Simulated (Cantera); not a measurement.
**Premixed flame**

A freely propagating, adiabatic, planar premixed flame of H₂ : O₂ : N₂ = 1 : 0.312 : 0.969 (molar parts), equivalence ratio 1.6, unburnt at 600 K and 150 Torr; mixture-averaged transport, grid criteria slope 0.08 and curve 0.16, no radiation.

Cantera simulation using the H2/O2 subset of GRI-Mech 3.0, which has no nitrogen chemistry; the numbers are that mechanism's predictions, not measurements. Burning velocities carry a grid error of a few per cent, more on coarse grids.

```json
[
 {"z (mm)": "-10.3", "T (K)": "600", "u (m/s)": "8.20", "x H₂": "0.438", "x O₂": "0.137", "x HO₂": "<1e-8", "x H₂O₂": "<1e-8", "x H₂O": "<1e-8", "x OH": "<1e-8"},
 {"z (mm)": "-6.86", "T (K)": "600", "u (m/s)": "8.20", "x H₂": "0.438", "x O₂": "0.137", "x HO₂": "<1e-8", "x H₂O₂": "<1e-8", "x H₂O": "<1e-8", "x OH": "<1e-8"},
 {"z (mm)": "-5.15", "T (K)": "600", "u (m/s)": "8.20", "x H₂": "0.438", "x O₂": "0.137", "x HO₂": "<1e-8", "x H₂O₂": "<1e-8", "x H₂O": "<1e-8", "x OH": "<1e-8"},
 {"z (mm)": "-3.43", "T (K)": "600", "u (m/s)": "8.20", "x H₂": "0.438", "x O₂": "0.137", "x HO₂": "5.35e-7", "x H₂O₂": "<1e-8", "x H₂O": "2.41e-8", "x OH": "<1e-8"},
 {"z (mm)": "-1.72", "T (K)": "610", "u (m/s)": "8.32", "x H₂": "0.437", "x O₂": "0.137", "x HO₂": "7.08e-5", "x H₂O₂": "5.59e-7", "x H₂O": "0.000579", "x OH": "3.68e-5"},
 {"z (mm)": "-0.858", "T (K)": "750", "u (m/s)": "10.1", "x H₂": "0.410", "x O₂": "0.133", "x HO₂": "4.64e-5", "x H₂O₂": "9.22e-7", "x H₂O": "0.0130", "x OH": "0.000375"},
 {"z (mm)": "0", "T (K)": "1164", "u (m/s)": "15.2", "x H₂": "0.248", "x O₂": "0.0766", "x HO₂": "1.81e-5", "x H₂O₂": "6.95e-7", "x H₂O": "0.128", "x OH": "0.00344"},
 {"z (mm)": "0.858", "T (K)": "1434", "u (m/s)": "18.6", "x H₂": "0.136", "x O₂": "0.0141", "x HO₂": "3.25e-6", "x H₂O₂": "6.09e-7", "x H₂O": "0.246", "x OH": "0.00717"},
 {"z (mm)": "1.72", "T (K)": "1543", "u (m/s)": "19.8", "x H₂": "0.131", "x O₂": "0.00748", "x HO₂": "1.57e-6", "x H₂O₂": "4.92e-7", "x H₂O": "0.260", "x OH": "0.00879"},
 {"z (mm)": "3.43", "T (K)": "1668", "u (m/s)": "21.3", "x H₂": "0.139", "x O₂": "0.00622", "x HO₂": "1.15e-6", "x H₂O₂": "3.36e-7", "x H₂O": "0.264", "x OH": "0.0106"},
 {"z (mm)": "6.86", "T (K)": "1816", "u (m/s)": "22.9", "x H₂": "0.148", "x O₂": "0.00506", "x HO₂": "8.35e-7", "x H₂O₂": "1.90e-7", "x H₂O": "0.268", "x OH": "0.0123"},
 {"z (mm)": "13.7", "T (K)": "1973", "u (m/s)": "24.6", "x H₂": "0.157", "x O₂": "0.00377", "x HO₂": "5.81e-7", "x H₂O₂": "9.93e-8", "x H₂O": "0.275", "x OH": "0.0132"},
 {"z (mm)": "27.5", "T (K)": "2124", "u (m/s)": "26.1", "x H₂": "0.164", "x O₂": "0.00255", "x HO₂": "4.05e-7", "x H₂O₂": "5.43e-8", "x H₂O": "0.283", "x OH": "0.0131"}
]
```
x: mole fraction of selected species; z is measured from the peak of heat release.

| Item | Result |
|---|---|
| laminar burning velocity | 820 cm/s |
| thermal thickness | 3.43 mm |
| peak x(HO₂) | 7.15e-5 |
| peak x(H₂O₂) | 1.10e-6 |
| peak x(OH) | 0.0133 |
| grid points | 141 |
